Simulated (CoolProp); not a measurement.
Vapour-liquid equilibrium of m-xylene (1) + n-decane (2) at 0.0362 MPa; x and y are mole fractions of (1).

Computed with CoolProp (multi-fluid Helmholtz-energy mixture model, Zhou 2012 and Lemmon 2006; pair parameters Bell 2016).

Task: Give the bubble temperature and the first vapour's composition at x = 0.35, 0.45, 0.55. Is there an azeotrope?

Result: x = 0.35: 394.8 K, y = 0.606; x = 0.45: 391.4 K, y = 0.700; x = 0.55: 388.5 K, y = 0.777. No azeotrope shows between x = 0.05 and 0.95.

Pair parameters are fitted to limited data, so mixtures are less certain than the pure fluids.
